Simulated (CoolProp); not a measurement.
The fluid at 413.72 K and 0.374 MPa is compressed adiabatically to 1.01 MPa with isentropic efficiency 1. The same conditions are run with several fluids, on thermodynamics alone (safety and materials aside).

Computed with CoolProp (reference Helmholtz-energy equation of state of each fluid (R365MFC: Lemmon 2016; isohexane: Lemmon 2006; methanol: de Reuck 1993; R1233zd(E): Akasaka 2022; neopentane: Lemmon 2006)).

Problem. Rank R365MFC, isohexane, methanol, R1233zd(E), neopentane by work (kJ/kg), highest first.

Solution. methanol (110), neopentane (45.1), isohexane (35.0), R1233zd(E) (25.3), R365MFC (21.4)

```tsv
fluid	final temperature (K)	final density (kg/m³)
R365MFC	437.5	48.2
isohexane	438.4	30.5
methanol	482.0	8.55
R1233zd(E)	446.3	39.5
neopentane	438.4	22.5
```
